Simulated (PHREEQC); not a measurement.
A PHREEQC input (ion-association model, wateq4f.dat):

```
SOLUTION 1
  temp 25
  units mg/L
  pH 5.82
  pe 10.4
  Na 0.0925
  K 0.0013
  Ca 0.0924
  Mg 0.0776
  Cl 0.178 charge
  Li 0.1 charge
  S(6) 5.42e-05 as SO4
  Alkalinity 0.588 as HCO3
  Li 3.34e-05
  Pb 0.0204
  Si 0.00356 as SiO2
  B 0.000975
  O(0) 7.7e-05
  Ni 0.0113
END
USE solution 1
EQUILIBRIUM_PHASES 1
  Gypsum 0 0
  Chalcedony 0 0
  CO2(g) -3.4 10
END
```

The run finishes without an error or a warning.

Its last state differs from that of the intended input:

```json
[
 {"quantity": "ionic strength (mol/kgw)", "as run": "2.20e-5", "intended": "2.15e-5"},
 {"quantity": "PbCl+ (mol/kgw)", "as run": "2.18e-11", "intended": "1.83e-11"}
]
```

Problem. One thing in the input isn't as intended. What explains the difference?

Solution. One answer among several that fit: The fault: two constituents marked charge. The line should read `Cl 0.178` where the input has `Cl 0.178 charge / Li 0.1 charge`.
